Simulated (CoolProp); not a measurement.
Vapour-liquid equilibrium of methanol (1) + acetone (2) at 11 bar; x and y are mole fractions of (1).

Model: multi-fluid Helmholtz-energy mixture model, de Reuck 1993 and Lemmon 2006; pair parameters Bell 2016, in CoolProp.

```tsv
x	bubble temperature (K)	y at the bubble point	dew temperature at overall composition x (K)	liquid density (mol/L)
0.05	419.7	0.071	420.2	11.02
0.2	416.2	0.251	417.1	11.99
0.35	413.9	0.401	414.6	13.09
0.5	412.5	0.533	412.8	14.37
0.65	411.9	0.658	412.0	15.87
0.8	412.0	0.789	412.1	17.65
0.95	413.0	0.941	413.1	19.80
```

y crosses x between x = 0.65 and 0.8: the model has an azeotrope there.

The pair parameters rest on a limited set of measurements; away from them the model extrapolates.
